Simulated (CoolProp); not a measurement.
Properties of ethanol along the isobar 0.518 MPa.

The numbers come from the reference Helmholtz-energy equation of state, Schroeder 2014 in CoolProp.

```tsv
T (°C)	phase	Z	cp (kJ/(kg K))	isothermal compressibility (1/MPa)	conductivity (mW/(m K))	fugacity coefficient
30.15	liquid	0.01212	2.475	0.001199	163	0.02048
68.55	liquid	0.01125	2.827	0.001595	156	0.1289
107.05	liquid	0.01068	3.257	0.002312	150	0.5180
145.45	gas	0.9272	2.113	2.095	29.2	0.9323
183.95	gas	0.9542	2.122	2.028	33.6	0.9562
222.35	gas	0.9697	2.177	1.993	38.3	0.9705
260.85	gas	0.9791	2.250	1.972	43.1	0.9795
299.25	gas	0.9852	2.331	1.960	48.1	0.9853
337.75	gas	0.9892	2.413	1.952	53.1	0.9893
```

Thermal conductivity comes from a separate model (Assael 2013).
